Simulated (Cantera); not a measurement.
# Equilibrium for boron, boron nitride and boron oxide: BCl3 + NH3 + H2

Feed: 1 mol BCl3, 0.48 mol NH3, 150 mol H2, held at 950 °C and 1.00 bar.

Method: chemical equilibrium by Gibbs-energy minimisation in Cantera with the NASA 1993 tables (ideal gas, pure condensed phases). Candidate condensed phases: B, BN, NH4Cl; 21 gas species. Mutual solubility and eutectic melting of coexisting phases are not modelled. Gases not in the tables: BHCl2. The numbers say what is thermodynamically allowed, not how fast it happens.

```json
{
 "x(H2)": "0.981",
 "x(HCl)": "0.0191",
 "x(BCl3)": "0.000214",
 "x(BH3)": "1.15e-6",
 "n(B(s))": "0.487 mol",
 "n(BN(s))": "0.480 mol",
 "gas_amount": "152.2 mol"
}
```
